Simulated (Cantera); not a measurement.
Input (Python, Cantera) and output of one run.

```python
import numpy as np
import cantera as ct

gas_names = """
    CL CL2 H HCL H2 Si SiCL SiCL2 SiCL3 SiCL4 SiH SiHCL3 SiH2 SiH2CL2 SiH3 SiH3CL SiH4 Si2 Si3
""".split()
cond_names = """
    Si(cr) Si(L)
""".split()


# ... load() reads the species with a 1 bar reference pressure and builds the phases ...
atoms = {
    'SiCl4': {'Si': 1, 'CL': 4},
    'Cl2': {'CL': 2},
    'H2': {'H': 2},
}
top_T = {}  # K; cautious upper limits of use, not melting points


# ... equilibrate(T, P, feed) seeds the gas with the atoms and calls Mixture.equilibrate('TP', solver="vcs", rtol=1e-11, max_steps=5000) ...
results = []
feed = {'SiCl4': 1, 'Cl2': 0.93, 'H2': 2.6}  # mol
T = 848.15  # K
P = 14000  # Pa
mix = equilibrate(T, P, feed)
results.append((T, P, feed, dict(zip(mix.species_names, mix.species_moles))))
print(gas.report(threshold=1e-06))
for i in range(1, mix.n_phases):
    print(f"{mix.phase(i).name:16s} {mix.phase_moles(i):12.5e} mol")
```

Output:

```
       temperature   848.15 K
          pressure   14000 Pa
           density   0.10565 kg/m^3
  mean mol. weight   53.215 kg/kmol
   phase of matter   gas

                          1 kg             1 kmol
                     ---------------   ---------------
          enthalpy       -2.9937e+06       -1.5931e+08  J
   internal energy       -3.1262e+06       -1.6636e+08  J
           entropy            5076.6        2.7015e+05  J/K
    Gibbs function       -7.2994e+06       -3.8844e+08  J
 heat capacity c_p            879.65             46811  J/K
 heat capacity c_v            723.41             38496  J/K

                      mass frac. Y      mole frac. X     chem. pot. / RT
                     ---------------   ---------------   ---------------
               HCL           0.28152           0.41092           -39.824
                H2          0.013954           0.36833           -20.077
             SiCL3        6.1837e-06        2.4478e-06           -112.14
             SiCL4            0.7037           0.22043           -141.92
            SiHCL3        0.00081699        0.00032099           -122.17
     [  +14 minor]        8.1468e-08        4.3016e-08

Si(cr)            0.00000e+00 mol
```

Equilibrium computed with Cantera from the NASA thermochemical tables; the gas is ideal and each condensed phase is pure.
